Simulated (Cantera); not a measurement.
An isothermal, constant-pressure homogeneous reactor starts with 17.9 % CH₄, 82.1 % H₂O, at 1575 K and 0.170 bar.

Cantera simulation using GRI-Mech 3.0 (53 species, 325 reactions); the numbers are that mechanism's predictions, not measurements.

One state of this run: x CH₄ = 0.0595; x H₂O = 0.718; x OH = 5.37e-6; x CH₃ = 0.000249; x C₂H₂ = 0.0436; x CO = 0.00780. x: mole fraction; the columns are a selection and need not sum to one.

Which value of t (s) does it belong to?
A) 14.5
B) 0.00650
C) 0.000946
D) 0.308

D, 0.308
